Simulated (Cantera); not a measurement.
# Thermal oxidation and active oxidation of silicon: Si + CO₂ + N₂

A closed system holds: 1 mol Si, 0.016 mol CO₂, 20 mol N₂, held at 42.0 Pa.

Equilibrium computed with Cantera from the NASA thermochemical tables; the gas is ideal and each condensed phase is pure. Candidate condensed phases: C, Si, SiC, SiO₂, Si₂N₂O, Si₃N₄; 34 gas species. N₂ is the only nitrogen source here; it is nearly inert below about 1500 K, so the nitride shown seldom forms there in practice. Mutual solubility and eutectic melting of coexisting phases are not modelled. The tables' values for SiN are old estimates; treat these amounts as uncertain. Rates play no part.

```tsv
T (K)	x N₂	x Si	x SiO	x Si₂C	x CO	x Si₂	n C(graphite)	n Si₂N₂O(s)	n Si₃N₄(s)	n SiC(s)	n Si(s)	n Si(l)
973	1.00	<1e-12	<1e-12	<1e-12	9.66e-9	<1e-12	0.0160	0.0320	0.312	0	0	0
1073	1.00	<1e-12	8.59e-12	<1e-12	4.40e-7	<1e-12	0.0160	0.0320	0.312	0	0	0
1173	1.000	1.11e-12	2.29e-9	<1e-12	1.03e-5	<1e-12	0.0158	0.0318	0.312	0	0	0
1273	1.000	2.96e-10	2.50e-7	<1e-12	5.44e-5	<1e-12	0	0.0309	0.308	0.0149	0	0
1373	1.000	3.48e-8	1.36e-5	1.77e-11	0.000157	<1e-12	0	0.0287	0.310	0.0130	0	0
1473	0.999	2.12e-6	0.000426	2.60e-9	0.000394	3.63e-10	0	0.0161	0.317	0.00837	0	0
1573	0.998	7.62e-5	0.00150	2.00e-7	0.000154	9.32e-8	0	0	0.319	0.0130	0	0
1673	0.997	0.000995	0.00152	5.09e-6	7.26e-5	3.83e-6	0	0	0	0.0144	0.933	0
1773	0.993	0.00507	0.00146	4.66e-5	0.000128	2.82e-5	0	0	0	0.0125	0	0.848
1873	0.977	0.0210	0.00134	0.000323	0.000218	0.000157	0	0	0	0.00489	0	0.503
1973	0.953	0.0444	0.00117	0.000406	0.000353	0.000255	0	0	0	0	0	0
```
x: gas mole fraction; n: condensed amount in mol.

From 973 K to 1173 K the condensed part is C(graphite) + Si₂N₂O(s) + Si₃N₄(s). From 1273 K to 1473 K the condensed part is SiC(s) + Si₂N₂O(s) + Si₃N₄(s). At 1573 K the condensed part is SiC(s) + Si₃N₄(s). At 1673 K the condensed part is Si(s) + SiC(s). From 1773 K to 1873 K the condensed part is Si(l) + SiC(s). At 1973 K nothing is condensed.
